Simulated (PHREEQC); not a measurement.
PHREEQC input (ion-association model, wateq4f.dat):

```
SOLUTION_MASTER_SPECIES
  An  An-  0  An  62.0  # stands for a non-complexing anion
SOLUTION_SPECIES
  An- = An-
    -log_k 0
    -gamma 3.0 0
PHASES
  Fix_H+
    H+ = H+
    -log_k 0
SOLUTION 1
  temp 25
  units mmol/kgw
  pH 7 charge
  Cl 0.0723
  Cu(2) 0.036
  Ca 0.00015
  Na 10
  An 10
END
SELECTED_OUTPUT 1
  -reset false
  -pH true
  -pe true
  -ionic_strength true
  -water true
  -totals Ca Cl Cu Na Cu(1) Cu(2)
  -molalities Hfo_wOH Hfo_wOH2+ Hfo_wO- Hfo_sOH Hfo_sOH2+ Hfo_sO- Hfo_sOCu+ Hfo_wOCu+ Hfo_sOHCa+2 Hfo_wOCa+
  -saturation_indices Portlandite Cu(OH)2 Atacamite Halite
USER_PUNCH 1
  -headings sigma psi
  10 PUNCH EDL("sigma", "Hfo"), EDL("psi", "Hfo")
PRINT
  -reset false
USE solution 1
SURFACE 1
  Hfo_wOH 5.39326e-05 600 0.024
  Hfo_sOH 1.34831e-06
EQUILIBRIUM_PHASES 1
  Fix_H+ -3 HAn 10
    -force_equality true
  O2(g) -0.68 10
END
# ... the last block is repeated for the other 12 points of pH, with NaOH or the acid as the point needs
```

Selected output (columns that matter, 11 of 13 rows; pH added in front):

```
pH	mu	Ca	Cu	Na	m_Hfo_wOH	m_Hfo_wOH2+	m_Hfo_wO-	m_Hfo_sOH	si_Portlandite	si_Cu(OH)2	si_Atacamite	si_Halite	sigma	psi
3	0.011232	1.5e-07	3.5999e-05	0.01	6.6199e-06	4.7291e-05	2.1229e-08	1.6536e-07	-23.806	-7.263	-11.775	-7.8175	0.32467	0.20326
3.67	0.010362	1.5e-07	3.5977e-05	0.01	1.6415e-05	3.7348e-05	1.6529e-07	4.0452e-07	-22.46	-5.9173	-9.7517	-7.8142	0.25545	0.19303
4.33	0.010172	1.5e-07	3.5702e-05	0.01	2.6732e-05	2.6524e-05	6.1721e-07	5.5048e-07	-21.139	-4.5994	-7.7754	-7.8135	0.17917	0.1753
5.67	0.010094	1.5e-07	2.8094e-05	0.010002	3.5744e-05	7.8599e-06	3.7238e-06	3.6094e-08	-18.459	-2.0258	-3.9682	-7.8131	0.080719	0.13474
6.33	0.010084	1.5e-07	1.7751e-05	0.010028	2.5968e-05	1.6424e-06	9.406e-06	1.0497e-08	-17.138	-0.9375	-2.4514	-7.8119	0.070244	0.12772
7	0.010073	1.5e-07	1.2223e-05	0.010054	1.5244e-05	3.3444e-07	1.5917e-05	4.6642e-09	-15.798	-0.1236	-1.4937	-7.8108	0.054878	0.11528
7.67	0.010071	1.5e-07	1.2572e-05	0.010067	1.2514e-05	1.8743e-07	1.9141e-05	3.8887e-09	-14.458	0.121	-1.6744	-7.8102	0.029941	0.085455
8.33	0.010074	1.4995e-07	1.354e-05	0.010072	1.2002e-05	1.5981e-07	2.0649e-05	3.8981e-09	-13.139	0.1708	-2.2348	-7.8099	0.013159	0.049434
9.67	0.010125	1.3072e-07	1.4783e-05	0.010125	1.1566e-05	1.3725e-07	2.233e-05	3.9874e-09	-10.519	0.2106	-3.4954	-7.8079	-0.00646	-0.026876
10.33	0.010312	3.9763e-08	1.5647e-05	0.010313	1.1266e-05	1.2418e-07	2.3415e-05	4.0537e-09	-9.7178	0.2348	-4.1073	-7.8006	-0.018995	-0.064023
11	0.011194	2.9561e-09	1.7196e-05	0.011197	1.0765e-05	1.0434e-07	2.5446e-05	4.21e-09	-9.5169	0.2735	-4.7015	-7.7682	-0.042875	-0.10035
```

Along this series the solution becomes supersaturated in solids that the run did not let form, among them Cu(OH)2. The database's constant for dissolved Cu(OH)2 is higher than later reviews accept. The oxide is taken as insoluble; below pH 4 it would dissolve.
